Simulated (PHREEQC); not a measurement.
1 kg of water holding 0.03 mol NaOH meets 20 L of dry gas (H2 1 by moles) at fixed total pressure, at 10 atm; fugacities by Peng-Robinson. The gases take part in no redox reaction, some water evaporates into the gas, and hydrates or a liquid gas phase aren't modelled. No solid was allowed to form.

Model: ion-association model, phreeqc.dat, run in PHREEQC.

```json
[
 {"T (°C)": "10", "dissolved H2 (mol/kgw)": "0.00867", "φ of H2": "1.002"},
 {"T (°C)": "20", "dissolved H2 (mol/kgw)": "0.00802", "φ of H2": "1.003"},
 {"T (°C)": "30", "dissolved H2 (mol/kgw)": "0.00758", "φ of H2": "1.003"},
 {"T (°C)": "40", "dissolved H2 (mol/kgw)": "0.00729", "φ of H2": "1.003"},
 {"T (°C)": "50", "dissolved H2 (mol/kgw)": "0.00711", "φ of H2": "1.003"},
 {"T (°C)": "60", "dissolved H2 (mol/kgw)": "0.00702", "φ of H2": "1.003"},
 {"T (°C)": "70", "dissolved H2 (mol/kgw)": "0.00699", "φ of H2": "1.003"},
 {"T (°C)": "80", "dissolved H2 (mol/kgw)": "0.00699", "φ of H2": "1.003"},
 {"T (°C)": "90", "dissolved H2 (mol/kgw)": "0.00702", "φ of H2": "1.003"}
]
```

Complexes and solids missing from the database can't appear. Constants without temperature data keep their 25 °C values here.
